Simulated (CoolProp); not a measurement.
Propyne along the isotherm 474 K: fugacity coefficient from the reference equation and from simpler models built on Tc = 402.7 K, pc = 5.658 MPa, ω = 0.204; each cubic takes its own stable root.

Values from CoolProp's reference Helmholtz-energy equation of state, Polt 1992. This equation is an older, rougher fit.

```tsv
p (MPa)	phase	reference
0.218	gas	0.9920
0.435	gas	0.9841
0.653	gas	0.9762
0.87	gas	0.9684
1.09	gas	0.9605
1.31	gas	0.9527
1.52	gas	0.9452
1.74	gas	0.9375
1.96	gas	0.9298
2.18	gas	0.9221
2.39	gas	0.9149
2.61	gas	0.9073
2.83	gas	0.8998
```

### Question
How far does each simpler model (van der Waals, Redlich-Kwong, Soave-Redlich-Kwong, Peng-Robinson) lie from the reference over these 13 states: mean and median of the absolute difference, and the worst?

### Answer
- van der Waals: mean 0.2 %, median 0.2 %, worst +0.3 % at 474 K and 2.83 MPa
- Redlich-Kwong: mean 0.1 %, median 0.1 %, worst -0.2 % at 474 K and 2.83 MPa
- Soave-Redlich-Kwong: mean 0.4 %, median 0.4 %, worst +0.7 % at 474 K and 2.83 MPa
- Peng-Robinson: mean 0.5 %, median 0.5 %, worst -0.9 % at 474 K and 2.83 MPa
